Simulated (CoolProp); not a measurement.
2000 sccm (0 °C, 1 atm) of nitrogen bubbles through liquid hexamethyldisiloxane (MM) at 285.9 K and leaves saturated at a total pressure of 0.0612 MPa (ideal gas phase). Each further row changes one setting.

Values from CoolProp's reference Helmholtz-energy equation of state, Thol 2016.

```json
[
 {"case": "as stated", "vapour pressure (kPa)": "2.90", "mole fraction of vapour": "[?]", "delivery (mg/min)": "720", "delivery (sccm)": "[?]", "change of delivery for a bath 1 K warmer (%)": "6.1"},
 {"case": "bath temperature 290.9 K", "vapour pressure (kPa)": "[?]", "mole fraction of vapour": "0.0624", "delivery (mg/min)": "964", "delivery (sccm)": "133", "change of delivery for a bath 1 K warmer (%)": "5.9"},
 {"case": "total pressure 0.122 MPa", "vapour pressure (kPa)": "2.90", "mole fraction of vapour": "0.0238", "delivery (mg/min)": "352", "delivery (sccm)": "48.7", "change of delivery for a bath 1 K warmer (%)": "5.9"}
]
```

**Question.** What belongs in the gaps?

**Answer.** 
- as stated, mole fraction of vapour: 0.0473
- as stated, delivery (sccm): 99.4
- bath temperature 290.9 K, vapour pressure (kPa): 3.82
